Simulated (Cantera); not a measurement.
An adiabatic, constant-volume homogeneous reactor starts with 10.0 % CH₃OH, 7.14 % O₂, 78.6 % N₂, 4.20 % H₂O, at 1550 K and 1.20 bar.

Model: GRI-Mech 3.0 (53 species, 325 reactions), integrated in Cantera. GRI-Mech 3.0 was tuned for natural gas; its chemistry of methanol as a main component is partial and can be far from experiment.

Q: Predict: time of steepest temperature rise; temperature at 0.200 s; equilibrium temperature; x(O₂) at 0.200 s; x(CO₂) at 0.200 s.

A: 
```
Property                                                             Value
---------------------------------  ---------------------------------------
time of steepest temperature rise                                 0.111 ms
temperature at 0.200 s                                              2342 K
equilibrium temperature                                             2342 K
x(O₂) at 0.200 s                   1.28e-5 (gas-phase equilibrium 1.28e-5)
x(CO₂) at 0.200 s                    0.0224 (gas-phase equilibrium 0.0224)
```
